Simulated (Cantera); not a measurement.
Mixture: 5.76 % CH3OH, 7.83 % O2, 86.4 % N2, at 1.48 atm, adiabatic and at constant pressure. Ignition delay is the time to a rise of 400 K.

Detailed kinetics in Cantera: GRI-Mech 3.0 (53 species, 325 reactions). GRI-Mech 3.0 was tuned for natural gas; its chemistry of methanol as a main component is partial and can be far from experiment.

### Question
Predict: delay at 1250 K; delay at 1325 K; delay at 1400 K; delay at 1475 K; delay at 1550 K; delay at 1625 K; delay at 1700 K; apparent activation energy between 1550 and 1700 K.

### Answer
delay at 1250 K: 4.15 ms
delay at 1325 K: 1.51 ms
delay at 1400 K: 0.647 ms
delay at 1475 K: 0.322 ms
delay at 1550 K: 0.185 ms
delay at 1625 K: 0.123 ms
delay at 1700 K: 94.1 µs
apparent activation energy between 1550 and 1700 K: 98 kJ/mol
